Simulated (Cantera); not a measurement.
A closed system holds: 1 mol Ti(OiPr)₄, 1.8 mol CH₄, held at 465 Torr.

Cantera equilibrium calculation (NASA polynomials, part measured and part estimated; ideal gas, pure solids and liquids). Candidate condensed phases: C, C₆H₆, C₇H₈, C₈H₁₈, H₂O, Ti, TiC, TiO, TiO₂, Ti₂O₃, Ti₃O₅, Ti₄O₇; 113 gas species. The feed counts by its element totals alone. TiC: taken at fixed stoichiometry. Rates play no part. All values below are at 1973 K.

Base state: H₂ 0.813, CO 0.185, H 0.00154, C₂H₂ (acetylene) 0.000521, CH₄ 0.000187, H₂O 1.22e-5 (mole fractions); condensed: C(graphite) + TiC(s).

### Question
What changes in the equilibrium state with this change: pressure from 465 Torr to 1.95 Torr?

### Answer
| species | before | after |
|---|---|---|
| H₂ | 0.813 | 0.793 |
| CO | 0.185 | 0.183 |
| H | 0.00154 | 0.0236 |
| CH₄ | 0.000187 | 7.46e-7 |
| H₂O | 1.22e-5 | 4.93e-8 |
| C₂H₂ (acetylene) | 0.000521 | 0.000508 |
| C(graphite), mol | 8.77 | 8.78 |
| TiC(s), mol | 1.00 | 1.000 |
